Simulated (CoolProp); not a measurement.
Computed with CoolProp (reference Helmholtz-energy equation of state, Thol 2015).

Task: For 1,2-dichloroethane, give the phase and the cp (kJ/(kg K)), Joule-Thomson coefficient (K/MPa) at 374.9 K and 8.8 MPa.

Result: 
- 374.9 K and 8.8 MPa: liquid; cp 1.37, Joule-Thomson coefficient -0.313
